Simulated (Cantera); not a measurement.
## Nitride etching: AlN + H₂O

Feed: 1 mol AlN, 30 mol H₂O, at 13.3 mbar.

These are equilibrium values from Cantera (NASA tables, ideal gas, pure condensed phases), not measurements of a reactor. Candidate condensed phases: Al, AlN, Al₂O₃, H₂O; 35 gas species. Gases not in the tables: Al(OH)₃. Rates play no part.

```csv
T (°C),x H₂O,x H₂,x N₂,x OH,x H,x O₂,n Al₂O₃(s)
1052,0.934,0.0492,0.0164,8.71e-7,3.14e-6,4.87e-10,0.500
1152,0.934,0.0492,0.0164,5.44e-6,1.31e-5,1.17e-8,0.500
1252,0.934,0.0492,0.0164,2.68e-5,4.54e-5,1.87e-7,0.500
1352,0.934,0.0492,0.0164,0.000108,0.000135,2.13e-6,0.500
1452,0.934,0.0492,0.0164,0.000373,0.000357,1.82e-5,0.500
1552,0.932,0.0495,0.0164,0.00112,0.000849,0.000122,0.500
1652,0.927,0.0510,0.0163,0.00294,0.00187,0.000637,0.500
```
x: gas mole fraction; n: condensed amount in mol.

From 1052 °C to 1652 °C the condensed part is Al₂O₃(s).
